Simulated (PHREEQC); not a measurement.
Make-up at 25 °C: 0.1 mol/kgw KOH and 0.2 mol/kgw K3PO4. Closed to the air; pH follows from the charge balance.

The numbers come from PHREEQC with the ion-association model, phreeqc.dat.

No solid was allowed to form.

Task: What pH, activity of water does the model give?

Result: pH 12.77; activity of water 0.983.

Task: In which forms is P present?

Result: PO4-3 98 %, HPO4-2 1.9 % of the P.

The ionic strength is past about 0.7 mol/kgw, beyond the range of this activity model, so the values are rough.
